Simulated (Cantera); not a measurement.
**Thermodynamics of metals in furnace atmospheres, feed Fe + H₂S + H₂**

Input: 1 mol Fe, a varied amount of H₂S, 7.5 mol H₂, equilibrated at 1975 K and 0.0133 bar.

These are equilibrium values from Cantera (NASA tables, ideal gas, pure condensed phases), not measurements of a reactor. Candidate condensed phases: Fe, FeS, FeS₂, S; 8 gas species. The numbers say what is thermodynamically allowed, not how fast it happens.

```csv
n(H₂S) (mol),x H₂,x S₂,x Fe,x H₂S,x SH,x H,n Fe(l)
0.034,0.964,0.000466,0.0206,0.00152,0.00143,0.0116,0.840
0.052,0.962,0.000919,0.0206,0.00213,0.00201,0.0116,0.840
0.079,0.959,0.00173,0.0206,0.00292,0.00275,0.0116,0.839
0.12,0.956,0.00315,0.0206,0.00392,0.00371,0.0116,0.838
0.18,0.951,0.00544,0.0206,0.00512,0.00486,0.0116,0.836
0.28,0.943,0.00954,0.0206,0.00673,0.00641,0.0115,0.833
0.43,0.932,0.0159,0.0206,0.00859,0.00823,0.0114,0.828
0.65,0.918,0.0252,0.0206,0.0106,0.0103,0.0114,0.822
1,0.899,0.0392,0.0206,0.0130,0.0127,0.0112,0.811
```
x: gas mole fraction; n: condensed amount in mol.

From 0.034 mol H₂S to 1 mol H₂S the condensed part is Fe(l). The main Fe-bearing gas is Fe throughout.
